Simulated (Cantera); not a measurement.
Input: 1 mol SiCl4, 18 mol NH3, 5.4 mol N2, equilibrated at 2098.15 K and 1.33 mbar.

Equilibrium computed with Cantera from the NASA thermochemical tables; the gas is ideal and each condensed phase is pure. Candidate condensed phases: NH4Cl, Si, Si3N4; 28 gas species. The tables' values for SiCl, SiN are old estimates; treat these amounts as uncertain. Gases not in the tables: Si2H6 and higher silanes. Rates play no part.

Base state: H2 0.523, N2 0.315, HCl 0.0727, H 0.0610, Si 0.0166, Cl 0.00624, SiCl2 0.00367, SiCl 0.00115 (mole fractions); condensed: gas only.

### Question
What changes in the equilibrium state with this change: temperature from 2098.15 K to 1400 K?

### Answer
| species | before | after |
|---|---|---|
| H2 | 0.523 | 0.586 |
| N2 | 0.315 | 0.322 |
| HCl | 0.0727 | 0.0888 |
| H | 0.0610 | 0.000102 |
| Si | 0.0166 | 3.47e-8 |
| SiCl2 | 0.00367 | 0.00223 |
| SiH | 0.000239 | 4.85e-9 |
| SiN | 7.09e-5 | 1.46e-9 |
| Si3N4(s), mol | 0 | 0.301 |
The tables' values for SiCl3 are old estimates; treat these amounts as uncertain.

### Question
What changes in the equilibrium state with this change: NH3 from 18 to 2.1 mol?

### Answer
```csv
species,before,after
N2,0.315,0.530
HCl,0.0727,0.172
H2,0.523,0.156
SiCl2,0.00367,0.0622
Cl,0.00624,0.0271
H,0.0610,0.0333
Si,0.0166,0.0150
SiCl3,2.23e-6,0.000164
SiCl,0.00115,0.00451
```
The tables' values for SiCl, SiCl3, SiN are old estimates; treat these amounts as uncertain.
